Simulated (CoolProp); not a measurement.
The fluoroketone C6F12O (FK-5-1-12) along the isobar 0.631 MPa: fugacity coefficient from the reference equation and from simpler models built on Tc = 168.7 °C, pc = 1.869 MPa, ω = 0.471; each cubic takes its own stable root.

Model: reference Helmholtz-energy equation of state, McLinden 2015, in CoolProp.

```tsv
T (°C)	phase	reference
0.45	liquid	0.02098
19.35	liquid	0.05122
38.25	liquid	0.1082
57.05	liquid	0.2026
75.95	liquid	0.3458
94.75	liquid	0.5428
113.65	liquid	0.7971
132.55	gas	0.8414
151.35	gas	0.8663
170.25	gas	0.8864
189.15	gas	0.9028
207.95	gas	0.9163
226.85	gas	0.9278
```

Q: How far does each simpler model (Soave-Redlich-Kwong, Peng-Robinson) lie from the reference over these 13 states: mean and median of the absolute difference, and the worst?

A: 
- Soave-Redlich-Kwong: mean 1.0 %, median 0.9 %, worst +2.0 % at 94.75 °C and 0.631 MPa
- Peng-Robinson: mean 1.0 %, median 0.8 %, worst +4.2 % at 0.45 °C and 0.631 MPa
